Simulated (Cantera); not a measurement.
A closed system holds: 1 mol Si3N4, 4.8 mol NF3, 2.7 mol N2, at 10.0 Torr.

Equilibrium computed with Cantera from the NASA thermochemical tables; the gas is ideal and each condensed phase is pure. Candidate condensed phases: Si, Si3N4; 16 gas species. Rates play no part. All values below are at 1050 °C.

Base state: N2 0.568, SiF4 0.240, F 0.191, F2 0.000392 (mole fractions); condensed: gas only.

**Question.** What changes in the equilibrium state with this change: pressure from 10.0 Torr to 32.3 Torr?

**Answer.** 
| species | before | after |
|---|---|---|
| N2 | 0.568 | 0.569 |
| SiF4 | 0.240 | 0.240 |
| F | 0.191 | 0.190 |
| F2 | 0.000392 | 0.00125 |

**Question.** What changes in the equilibrium state with this change: NF3 from 4.8 to 4.2 mol?

**Answer.** 
| species | before | after |
|---|---|---|
| N2 | 0.568 | 0.654 |
| SiF4 | 0.240 | 0.288 |
| F | 0.191 | 0.0576 |
| F2 | 0.000392 | 3.56e-5 |
